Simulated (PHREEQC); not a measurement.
Dissolve 0.045 mol CuCl2, 0.0072 mol H2SO4 and 0.0011 mol FeCl3 per kg of water at 25 °C. It is in equilibrium with CO2 at log p = -1 (atm). Otherwise closed; pH follows from the charge balance.

Model: ion-association model, wateq4f.dat, run in PHREEQC.

Each row changes one thing in this solution. Precipitation was switched off in this run.

| case | pH | ionic strength (mol/kgw) | Cl- (mol/kgw) | Cu+2 (mol/kgw) | CuCl+ (mol/kgw) | SO4-2 (mol/kgw) | SI of Chalcanthite (CuSO4:5H2O) | SI of Tenorite (CuO) |
|---|---|---|---|---|---|---|---|---|
| as made | 1.97 | 0.139 | 0.0895 | 0.0389 | 0.00339 | 0.00278 | -2.25 | -5.53 |
| FeCl3 replaced by ZnCl2 at the same molality | 1.98 | 0.139 | 0.0886 | 0.0388 | 0.00335 | ? | -2.22 | -5.52 |
| H2SO4 from 0.0072 to 0.0108 mol/kgw | 1.81 | 0.143 | 0.0896 | 0.0381 | 0.00329 | 0.00397 | -2.11 | -5.86 |
| CuCl2 from 0.045 to 0.009 mol/kgw | 1.97 | 0.0407 | 0.0210 | 0.00758 | 0.000217 | 0.00317 | -2.59 | -6.10 |
| CuCl2 from 0.045 to 0.225 mol/kgw | 1.98 | 0.585 | 0.401 | 0.174 | 0.0443 | 0.00260 | -2.07 | -5.04 |
| CuCl2 from 0.045 to 0.09 mol/kgw | 1.98 | 0.258 | 0.171 | 0.0759 | 0.0105 | 0.00267 | -2.16 | -5.31 |
| diluted 5-fold with water | 2.60 | 0.0296 | 0.0184 | ? | 0.000226 | 0.000826 | -3.06 | -4.75 |
| diluted 10-fold with water | 2.88 | 0.0151 | 0.00926 | 0.00427 | 6.67e-5 | 0.000487 | -3.45 | -4.44 |

### Question
Fill in the missing entries.

### Answer

- FeCl3 replaced by ZnCl2 at the same molality, SO4-2 (mol/kgw): 0.00298
- diluted 5-fold with water, Cu+2 (mol/kgw): 0.00836

Species that the database lacks are ignored. Some of these states are supersaturated (in Hematite (slow to form), Goethite (slow to form), for instance).
